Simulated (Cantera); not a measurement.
Input (Python, Cantera) and output of one run.

```python
import numpy as np
import cantera as ct

gas_names = """
    Cu CuO Cu2 H HNO HNO2 HNO3 HO2 H2 H2O H2O2 N NH NH2 NH3 NH2OH NO NO2 NO3 N2 N2H2 N2H4 N2O O OH O2 O3
""".split()
cond_names = """
    Cu(cr) Cu(L) CuO(s) CuO2H2(s) Cu2O(s) Cu2O(L) H2O(s) H2O(L)
""".split()


def load(file, names, dense=False):
    # The tables refer to 1 bar. Condensed volumes are neglected.
    table = {s.name: s for s in ct.Species.list_from_file(file)}
    out = []
    for n in names:
        d = dict(table[n].input_data)
        d["thermo"] = dict(d["thermo"], **{"reference-pressure": 1e5})
        if dense:
            d["equation-of-state"] = {"model": "constant-volume", "density": "1e6 g/cm^3"}
        out.append(ct.Species.from_dict(d))
    return out


gas = ct.Solution(thermo="ideal-gas", species=load("nasa_gas.yaml", gas_names))
cond = {s.name: ct.Solution(thermo="fixed-stoichiometry", species=[s], name=s.name)
        for s in load("nasa_condensed.yaml", cond_names, dense=True)}
atoms = {
    'Cu2O': {'Cu': 2, 'O': 1},
    'H2': {'H': 2},
    'N2': {'N': 2},
}
top_T = {'CuO(s)': 1390}  # K; cautious upper limits of use, not melting points


def equilibrate(T, P, feed):
    n = {}
    for name, mol in feed.items():
        for a, k in atoms[name].items():
            n[a] = n.get(a, 0.0) + k * mol
    gas.TPX = T, P, n
    mass = sum(n.values()) * gas.mean_molecular_weight
    gas.equilibrate("TP")
    valid = [c for c in cond.values() if c.min_temp <= T <= top_T.get(c.name, c.max_temp)]
    mix = ct.Mixture([(gas, mass / gas.mean_molecular_weight)] + [(c, 0.0) for c in valid])
    mix.T, mix.P = T, P
    mix.equilibrate("TP", solver="vcs", rtol=1e-11, max_steps=5000)
    return mix


results = []
feed = {'Cu2O': 1, 'H2': 3, 'N2': 3.7}  # mol
T = 1948  # K
for P in [10, 52, 270, 1400, 7200, 37000, 190000, 1000000]:
    mix = equilibrate(T, P, feed)
    results.append((T, P, feed, dict(zip(mix.species_names, mix.species_moles))))

top = {s: max(r[3][s] / sum(r[3][g] for g in gas_names) for r in results) for s in gas_names}
cols = sorted((s for s in top if top[s] > 0.0001), key=lambda s: -top[s])[:7]
seen = [c for c in cond_names if any(r[3].get(c, 0) > 1e-12 for r in results)]
print("log10 of partial pressures in bar; condensed amounts in mol")
print(f"{'P/Pa':>10s}" + "".join(f"{s[:9]:>10s}" for s in cols + seen))
for T, P, feed, n in results:
    ng = sum(n[g] for g in gas_names)
    print(f"{P:10.4g}" + "".join(f"{np.log10(max(n[s] / ng * P / 1e5, 1e-99)):10.3f}" for s in cols)
          + "".join(f"{n.get(c, 0):10.4g}" for c in seen))
```

Output:

```
log10 of partial pressures in bar; condensed amounts in mol
      P/Pa        N2        H2        Cu       H2O         H        OH       Cu2     Cu(L)
        10    -4.383    -4.698    -4.650    -4.964    -5.296    -6.606    -9.182         0
        52    -3.661    -3.949    -3.928    -4.234    -4.921    -6.250    -7.737         0
       270    -2.942    -3.219    -3.210    -3.512    -4.556    -5.894    -6.302         0
      1400    -2.203    -2.475    -2.582    -2.772    -4.184    -5.526    -5.045    0.4407
      7200    -1.417    -1.686    -2.582    -1.986    -3.790    -5.133    -5.045     1.745
   3.7e+04    -0.693    -0.961    -2.582    -1.261    -3.427    -4.771    -5.045     1.952
   1.9e+05     0.020    -0.247    -2.582    -0.548    -3.071    -4.415    -5.045     1.991
     1e+06     0.742     0.475    -2.582     0.174    -2.710    -4.054    -5.045     1.998
```

Method: chemical equilibrium by Gibbs-energy minimisation in Cantera with the NASA 1993 tables (ideal gas, pure condensed phases).
